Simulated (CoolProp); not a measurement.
A closed Brayton cycle with carbon dioxide: compressor inlet 313.15 K and 8.1 MPa, high pressure 24.1 MPa, turbine inlet 625 K, compressor efficiency 0.8, turbine efficiency 0.85, recuperator effectiveness 0 (on enthalpy, no pinch check). Each further row changes one setting.

Values from CoolProp's reference Helmholtz-energy equation of state, Span 1996.

| case | thermal efficiency (%) | net work (kJ/kg) | compressor to turbine work | compressor exit (K) | turbine exit (K) |
|---|---|---|---|---|---|
| as stated | 13.7 | 46.2 | 0.51 | 391.9 | 518.3 |
| turbine inlet 575 K | 13.0 | … | 0.58 | 391.9 | … |
| compressor inlet 323.15 K | 12.0 | 35.0 | 0.63 | … | 518.3 |
| high pressure 20.5 MPa | 12.2 | … | … | 379.8 | … |
| recuperator effectiveness 0.5 | … | 46.2 | 0.51 | 391.9 | 518.3 |

Q: Complete the blanks.

A: 
- turbine inlet 575 K, net work (kJ/kg): 35.6
- turbine inlet 575 K, turbine exit (K): 471.9
- compressor inlet 323.15 K, compressor exit (K): 416.3
- high pressure 20.5 MPa, net work (kJ/kg): 42.9
- high pressure 20.5 MPa, compressor to turbine work: 0.48
- high pressure 20.5 MPa, turbine exit (K): 533.9
- recuperator effectiveness 0.5, thermal efficiency (%): 17.5
